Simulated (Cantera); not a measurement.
Input: 1 mol PbO, a varied amount of CH4, 0.13 mol H2, at 1.30 bar.

Cantera equilibrium calculation (NASA polynomials, part measured and part estimated; ideal gas, pure solids and liquids). Candidate condensed phases: C, C6H6, C7H8, C8H18, H2O, Pb, PbO, PbO2, Pb3O4; 113 gas species. The numbers say what is thermodynamically allowed, not how fast it happens.

Stable condensed phases, one row left out:

```
T in °C \ n(CH4) in mol
         0.44 0.62 0.86  1.2  1.6  2.3  3.2  4.4
   1950     A    A    A    B    B    B    B    B
   1900     A    A    A    B    B    B    B    B
   1850     A    A    A    B    B    B    B    B
   1800     A    A    A    B    B    B    B    B
   1750     A    A    A    B    B    B    B    B
   1700     A    A    A    B    B    B    B    B
   1650     A    A    A    B    B    B    B    B
   1600     C    C    A    B    B    B    B    B
   1550     C    C    C    B    B    B    B    B
   1500     C    C    C    D    D    B    B    B
   1450     C    C    C    D    D    D    B    B
   1350     C    C    C    D    D    D    D    D
```

A: gas only; B: C; C: Pb; D: C + Pb.

### Question
Give the row for 1400 °C.

### Answer
0.44: Pb; 0.62: Pb; 0.86: Pb; 1.2: C + Pb; 1.6: C + Pb; 2.3: C + Pb; 3.2: C + Pb; 4.4: C + Pb.
